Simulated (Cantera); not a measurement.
## Stirred combustor or abatement burner

A perfectly stirred reactor is fed with CH4 : O2 : N2 = 1 : 1.11 : 4.18 (molar parts), equivalence ratio 1.8, at 570000 Pa; it is adiabatic with a 400 K inlet, and is followed from long to short residence time, starting on the burning branch (τ in s: 0.39, 0.13, 0.044, 0.015, 0.0048, 0.0016, 0.00054, 0.00018, 6e-05).

Cantera simulation using GRI-Mech 3.0 (53 species, 325 reactions); the numbers are that mechanism's predictions, not measurements.

```tsv
τ (s)	T (K)	x CH4	x O2	x H	x HCN	x CO2	x CH2O
0.39	1803	0.00619	0.000104	5.63e-5	2.22e-6	0.0331	1.33e-6
0.13	1818	0.00867	0.000267	6.38e-5	3.22e-6	0.0346	2.89e-6
0.044	1831	0.0115	0.000665	7.29e-5	4.22e-6	0.0359	6.40e-6
0.015	1839	0.0146	0.00161	8.37e-5	4.73e-6	0.0366	1.44e-5
0.0048	1831	0.0186	0.00412	9.50e-5	3.99e-6	0.0355	3.59e-5
0.0016	1777	0.0251	0.0113	9.28e-5	1.57e-6	0.0306	0.000107
0.00054	400	0.159	0.176	<1e-12	<1e-12	<1e-12	<1e-12
0.00018	400	0.159	0.176	<1e-12	<1e-12	<1e-12	<1e-12
6.0e-5	400	0.159	0.176	<1e-12	<1e-12	<1e-12	<1e-12
```
x: mole fraction; the columns are a selection and need not sum to one.
